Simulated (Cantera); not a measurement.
# Transport properties of process gases

Gas mixture: 100 % O2, at 0.000400 bar, frozen composition.

Cantera's kinetic-theory transport with the Lennard-Jones parameters of GRI-Mech 3.0, ideal gas; thermal conductivity in the mixture-averaged form.

```json
[
 {"T (K)": "400", "ρ (kg/m³)": "0.000385", "cp (J/kg/K)": "941.4", "μ (µPa s)": "25.6", "λ (mW/m/K)": "33.9", "Pr": "0.713", "D (cm²/s) C2H2": "709", "D (cm²/s) O": "1380", "D (cm²/s) CH4": "954"},
 {"T (K)": "650", "ρ (kg/m³)": "0.000237", "cp (J/kg/K)": "1017", "μ (µPa s)": "36.0", "λ (mW/m/K)": "51.6", "Pr": "0.709", "D (cm²/s) C2H2": "1660", "D (cm²/s) O": "3140", "D (cm²/s) CH4": "2210"},
 {"T (K)": "900", "ρ (kg/m³)": "0.000171", "cp (J/kg/K)": "1074", "μ (µPa s)": "44.7", "λ (mW/m/K)": "67.6", "Pr": "0.710", "D (cm²/s) C2H2": "2890", "D (cm²/s) O": "5420", "D (cm²/s) CH4": "3820"},
 {"T (K)": "1150", "ρ (kg/m³)": "0.000134", "cp (J/kg/K)": "1109", "μ (µPa s)": "52.5", "λ (mW/m/K)": "82.2", "Pr": "0.708", "D (cm²/s) C2H2": "4370", "D (cm²/s) O": "8150", "D (cm²/s) CH4": "5770"},
 {"T (K)": "1400", "ρ (kg/m³)": "0.000110", "cp (J/kg/K)": "1134", "μ (µPa s)": "59.7", "λ (mW/m/K)": "95.7", "Pr": "0.707", "D (cm²/s) C2H2": "6070", "D (cm²/s) O": "11300", "D (cm²/s) CH4": "8000"},
 {"T (K)": "1650", "ρ (kg/m³)": "9.33e-5", "cp (J/kg/K)": "1155", "μ (µPa s)": "66.4", "λ (mW/m/K)": "108", "Pr": "0.707", "D (cm²/s) C2H2": "7980", "D (cm²/s) O": "14800", "D (cm²/s) CH4": "10500"}
]
```
D: mixture-averaged diffusion coefficient of that species in the mixture.
